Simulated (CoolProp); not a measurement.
Values from CoolProp's reference Helmholtz-energy equation of state, Lemmon 2005.

### Question
For R125, give the phase and the Joule-Thomson coefficient (K/MPa), expansivity (1/kK), viscosity (µPa s), fugacity coefficient at 227.3 K and 4.85 bar; 354.6 K and 4.85 bar.

### Answer
- 227.3 K and 4.85 bar: liquid; Joule-Thomson coefficient -0.268, expansivity 2.41, viscosity 399, fugacity coefficient 0.226
- 354.6 K and 4.85 bar: gas; Joule-Thomson coefficient 8.36, expansivity 3.26, viscosity 15.4, fugacity coefficient 0.961

Viscosity comes from a separate model (Huber 2006).
